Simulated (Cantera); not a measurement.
**Adiabatic ignition**

An adiabatic, constant-pressure homogeneous reactor starts with CH₄ : O₂ : N₂ : CO₂ : C₂H₆ = 1 : 3.33 : 12.5 : 0.63 : 0.13 (molar parts), at 1298 K and 1200000 Pa.

Cantera simulation using GRI-Mech 3.0 (53 species, 325 reactions); the numbers are that mechanism's predictions, not measurements. The pressure lies above the range GRI-Mech 3.0 was tuned for (to about 10 atm).

| t (s) | T (K) | x CH₄ | x O₂ | x CO₂ | x HO₂ | x CO | x C₂H₂ |
|---|---|---|---|---|---|---|---|
| 5.00e-6 | 1298 | 0.0569 | 0.189 | 0.0358 | 3.16e-7 | 1.65e-10 | <1e-12 |
| 1.23e-5 | 1298 | 0.0568 | 0.189 | 0.0358 | 1.28e-6 | 2.12e-9 | 2.28e-12 |
| 3.03e-5 | 1298 | 0.0568 | 0.189 | 0.0358 | 5.59e-6 | 4.01e-8 | 5.98e-11 |
| 7.45e-5 | 1298 | 0.0568 | 0.189 | 0.0358 | 2.38e-5 | 1.79e-6 | 3.56e-9 |
| 0.000183 | 1315 | 0.0542 | 0.186 | 0.0358 | 0.000127 | 0.000512 | 1.49e-6 |
| 0.000451 | 2579 | <1e-12 | 0.0504 | 0.0992 | 1.26e-5 | 0.00711 | <1e-12 |
| 0.00111 | 2574 | <1e-12 | 0.0489 | 0.0993 | 1.22e-5 | 0.00704 | <1e-12 |
| 0.00273 | 2567 | <1e-12 | 0.0468 | 0.0994 | 1.16e-5 | 0.00695 | <1e-12 |
| 0.00671 | 2563 | <1e-12 | 0.0455 | 0.0994 | 1.13e-5 | 0.00690 | <1e-12 |
| 0.0165 | 2562 | <1e-12 | 0.0454 | 0.0994 | 1.12e-5 | 0.00689 | <1e-12 |
| 0.0406 | 2562 | <1e-12 | 0.0454 | 0.0994 | 1.12e-5 | 0.00689 | <1e-12 |
| 0.100 | 2562 | <1e-12 | 0.0454 | 0.0994 | 1.12e-5 | 0.00689 | <1e-12 |
x: mole fraction; the columns are a selection and need not sum to one.

The time of steepest temperature rise is 0.263 ms, the temperature at 0.100 s is 2562 K and the equilibrium temperature is 2562 K. The x(CH₄) at 0.100 s is <1e-12 (gas-phase equilibrium <1e-12), the x(O₂) at 0.100 s comes out as 0.0454 (gas-phase equilibrium 0.0454) and the x(CO₂) at 0.100 s is 0.0994 (gas-phase equilibrium 0.0994).
